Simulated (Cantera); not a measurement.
Cantera run:

```python
import numpy as np
import cantera as ct

gas_names = [...]  # 151 gases of nasa_gas.yaml made of C, H, N, O, Si
cond_names = """
    C(gr) C6H6(L) C7H8(L) C8H18(L),n-octa H2O(s) H2O(L) Si(cr) Si(L) SiC(b) SiO2(Lqz) SiO2(hqz) SiO2(L)
    Si2N2O(s) Si3N4(a)
""".split()


# ... load() reads the species with a 1 bar reference pressure and builds the phases ...
atoms = {
    'HMDSO': {'Si': 2, 'C': 6, 'H': 18, 'O': 1},
    'NO': {'N': 1, 'O': 1},
    'H2': {'H': 2},
    'O2': {'O': 2},
}
top_T = {'C(gr)': 4500, 'SiC(b)': 3050, 'Si2N2O(s)': 2100, 'Si3N4(a)': 2400}  # K; cautious upper limits of use, not melting points


# ... equilibrate(T, P, feed) seeds the gas with the atoms and calls Mixture.equilibrate('TP', solver="vcs", rtol=1e-11, max_steps=5000) ...
results = []
feed = {'HMDSO': 1, 'NO': 1.1, 'H2': 2.3, 'O2': 1.8}  # mol
P = 1333.22  # Pa
for T in [1523, 1573, 1623, 1673, 1723, 1773, 1823, 1873, 1923, 1973, 2023, 2073, 2123]:
    mix = equilibrate(T, P, feed)
    results.append((T, P, feed, dict(zip(mix.species_names, mix.species_moles))))

top = {s: max(r[3][s] / sum(r[3][g] for g in gas_names) for r in results) for s in gas_names}
cols = sorted((s for s in top if top[s] > 0.0001), key=lambda s: -top[s])[:7]
seen = [c for c in cond_names if any(r[3].get(c, 0) > 1e-12 for r in results)]
print("log10 of partial pressures in bar; condensed amounts in mol")
print(f"{'T/K':>10s}" + "".join(f"{s[:9]:>10s}" for s in cols + seen))
for T, P, feed, n in results:
    ng = sum(n[g] for g in gas_names)
    print(f"{T:10.4g}" + "".join(f"{np.log10(max(n[s] / ng * P / 1e5, 1e-99)):10.3f}" for s in cols)
          + "".join(f"{n.get(c, 0):10.4g}" for c in seen))
```

Output:

```
log10 of partial pressures in bar; condensed amounts in mol
       T/K        H2        CO       SiO        N2         H        Si       HCN    SiC(b) Si2N2O(s)
      1523    -2.041    -2.387    -4.039    -4.324    -5.657    -9.335    -6.597    0.9045    0.4909
      1573    -2.046    -2.395    -3.721    -3.946    -5.414    -8.651    -6.387     0.946    0.4077
      1623    -2.055    -2.411    -3.413    -3.612    -5.188    -8.000    -6.212     1.031    0.2368
      1673    -2.067    -2.434    -3.190    -3.380    -4.977    -7.418    -6.060     1.149         0
      1723    -2.067    -2.434    -3.190    -3.380    -4.773    -6.985    -5.906     1.149         0
      1773    -2.067    -2.434    -3.190    -3.380    -4.580    -6.577    -5.761     1.149         0
      1823    -2.068    -2.434    -3.190    -3.381    -4.397    -6.192    -5.624     1.148         0
      1873    -2.069    -2.435    -3.190    -3.382    -4.225    -5.827    -5.495     1.147         0
      1923    -2.070    -2.435    -3.191    -3.383    -4.061    -5.482    -5.373     1.144         0
      1973    -2.072    -2.436    -3.193    -3.384    -3.906    -5.155    -5.257      1.14         0
      2023    -2.074    -2.437    -3.196    -3.386    -3.759    -4.845    -5.147     1.133         0
      2073    -2.078    -2.437    -3.202    -3.389    -3.619    -4.552    -5.042      1.12         0
      2123    -2.082    -2.438    -3.213    -3.393    -3.486    -4.275    -4.941     1.097         0
```

Method: chemical equilibrium by Gibbs-energy minimisation in Cantera with the NASA 1993 tables (ideal gas, pure condensed phases). The feed counts by its element totals alone. Mutual solubility and eutectic melting of coexisting phases are not modelled. The tables' values for SiN are old estimates; treat these amounts as uncertain. Gases not in the tables: Si2H6 and higher silanes.
